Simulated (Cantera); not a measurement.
Input: 1 mol MgCl2, 0.089 mol H2O, 0.98 mol H2, at 0.000510 bar.

Equilibrium computed with Cantera from the NASA thermochemical tables; the gas is ideal and each condensed phase is pure. Candidate condensed phases: H2O, Mg, MgCl2, MgO, Mg(OH)2; 22 gas species. The numbers say what is thermodynamically allowed, not how fast it happens.

Task: At 750 °C, list the 3 most abundant gas species with their mole fractions, and the condensed phases.

Result: H2 0.474, MgCl2 0.440, HCl 0.0860. Condensed: MgO(s).
